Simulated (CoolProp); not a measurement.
A simple Rankine cycle with cyclopropane: condensing at 309.15 K, boiler at 2.62 MPa, turbine inlet 356.9 K, turbine efficiency 0.65, pump efficiency 0.8, no recuperator. Each further row changes one setting.

Model: reference Helmholtz-energy equation of state, Polt 1992, in CoolProp. This equation is an older, rougher fit; its heat capacities, sound speeds and derivatives of the liquid may be far off and weren't checked against measurements.

```
case                             thermal efficiency (%)  net work (kJ/kg)  heat in (kJ/kg)  turbine exit temperature (K)  volume ratio over the turbine
-------------------------------  ----------------------  ----------------  ---------------  ----------------------------  -----------------------------
as stated                                           7.0              28.8              414                         309.1                           2.84
turbine inlet 376.9 K                               7.2              33.5              462                         334.3                           2.77
condensing temperature 301.15 K                     8.1              35.1              432                         301.2                           3.47
boiler pressure 1.83 MPa                            4.9              21.8              444                         330.4                           1.90
turbine efficiency 0.55                             5.8              23.9              414                         311.7                           2.88
```

The expansion ends wet for: as stated; condensing temperature 301.15 K.
